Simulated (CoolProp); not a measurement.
A single-stage vapour-compression cycle with isobutane: evaporating at 260.15 K (dew point), condensing at 300.15 K (bubble point), superheat 2 K, subcooling 2 K, compressor efficiency 0.8, no pressure losses. Each further row changes one setting.

Computed with CoolProp (reference Helmholtz-energy equation of state, Bücker 2006).

```csv
case,cooling COP,pressure ratio,discharge temperature (K),refrigerating effect (kJ/kg),volumetric capacity (kJ/m³)
as stated,4.44,3.85,307.1,281,752
evaporating temperature 265.15 K,5.29,3.17,306.0,288,923
condensing temperature 295.15 K,5.22,3.33,302.1,293,784
subcooling 7 K,4.64,3.85,307.1,293,784
superheat 12 K,4.50,3.85,317.1,297,761
compressor efficiency 0.7,3.89,3.85,312.0,281,752
```
